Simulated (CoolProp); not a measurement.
Properties of propyne along the isotherm 414.6 K (Tc = 402.7 K, pc = 5.658 MPa, ω = 0.204).

Computed with CoolProp (reference Helmholtz-energy equation of state, Polt 1992). This equation is an older, rougher fit.

```json
[
 {"p (MPa)": "0.189", "phase": "gas", "cp (kJ/(kg K))": "1.864", "cv (kJ/(kg K))": "1.647", "speed of sound (m/s)": "308.8", "Joule-Thomson coefficient (K/MPa)": "8.351", "fugacity coefficient": "0.9894"},
 {"p (MPa)": "0.377", "phase": "gas", "cp (kJ/(kg K))": "1.881", "cv (kJ/(kg K))": "1.653", "speed of sound (m/s)": "306.2", "Joule-Thomson coefficient (K/MPa)": "8.429", "fugacity coefficient": "0.9789"},
 {"p (MPa)": "0.566", "phase": "gas", "cp (kJ/(kg K))": "1.899", "cv (kJ/(kg K))": "1.660", "speed of sound (m/s)": "303.5", "Joule-Thomson coefficient (K/MPa)": "8.510", "fugacity coefficient": "0.9684"},
 {"p (MPa)": "0.754", "phase": "gas", "cp (kJ/(kg K))": "1.918", "cv (kJ/(kg K))": "1.666", "speed of sound (m/s)": "300.9", "Joule-Thomson coefficient (K/MPa)": "___", "fugacity coefficient": "0.9581"},
 {"p (MPa)": "0.943", "phase": "gas", "cp (kJ/(kg K))": "1.938", "cv (kJ/(kg K))": "1.674", "speed of sound (m/s)": "298.2", "Joule-Thomson coefficient (K/MPa)": "8.675", "fugacity coefficient": "0.9477"},
 {"p (MPa)": "1.13", "phase": "gas", "cp (kJ/(kg K))": "___", "cv (kJ/(kg K))": "1.682", "speed of sound (m/s)": "295.5", "Joule-Thomson coefficient (K/MPa)": "8.759", "fugacity coefficient": "0.9374"},
 {"p (MPa)": "1.32", "phase": "gas", "cp (kJ/(kg K))": "1.984", "cv (kJ/(kg K))": "1.690", "speed of sound (m/s)": "292.7", "Joule-Thomson coefficient (K/MPa)": "___", "fugacity coefficient": "0.9271"},
 {"p (MPa)": "1.51", "phase": "gas", "cp (kJ/(kg K))": "2.010", "cv (kJ/(kg K))": "1.699", "speed of sound (m/s)": "289.9", "Joule-Thomson coefficient (K/MPa)": "8.936", "fugacity coefficient": "0.9168"},
 {"p (MPa)": "1.7", "phase": "gas", "cp (kJ/(kg K))": "___", "cv (kJ/(kg K))": "1.709", "speed of sound (m/s)": "287.0", "Joule-Thomson coefficient (K/MPa)": "9.028", "fugacity coefficient": "___"},
 {"p (MPa)": "1.89", "phase": "gas", "cp (kJ/(kg K))": "2.068", "cv (kJ/(kg K))": "1.719", "speed of sound (m/s)": "284.1", "Joule-Thomson coefficient (K/MPa)": "9.121", "fugacity coefficient": "0.8963"},
 {"p (MPa)": "2.07", "phase": "gas", "cp (kJ/(kg K))": "2.099", "cv (kJ/(kg K))": "1.730", "speed of sound (m/s)": "281.3", "Joule-Thomson coefficient (K/MPa)": "9.211", "fugacity coefficient": "0.8867"},
 {"p (MPa)": "2.26", "phase": "gas", "cp (kJ/(kg K))": "2.134", "cv (kJ/(kg K))": "1.741", "speed of sound (m/s)": "278.3", "Joule-Thomson coefficient (K/MPa)": "9.307", "fugacity coefficient": "0.8766"},
 {"p (MPa)": "2.45", "phase": "gas", "cp (kJ/(kg K))": "2.173", "cv (kJ/(kg K))": "1.754", "speed of sound (m/s)": "275.2", "Joule-Thomson coefficient (K/MPa)": "9.406", "fugacity coefficient": "0.8664"},
 {"p (MPa)": "2.64", "phase": "gas", "cp (kJ/(kg K))": "2.215", "cv (kJ/(kg K))": "___", "speed of sound (m/s)": "272.1", "Joule-Thomson coefficient (K/MPa)": "9.507", "fugacity coefficient": "0.8564"},
 {"p (MPa)": "2.83", "phase": "gas", "cp (kJ/(kg K))": "2.261", "cv (kJ/(kg K))": "1.782", "speed of sound (m/s)": "268.9", "Joule-Thomson coefficient (K/MPa)": "9.610", "fugacity coefficient": "0.8463"}
]
```

Q: Some entries are withheld; supply them.

A: 
- 0.754, Joule-Thomson coefficient (K/MPa): 8.591
- 1.13, cp (kJ/(kg K)): 1.960
- 1.32, Joule-Thomson coefficient (K/MPa): 8.847
- 1.7, cp (kJ/(kg K)): 2.037
- 1.7, fugacity coefficient: 0.9065
- 2.64, cv (kJ/(kg K)): 1.767
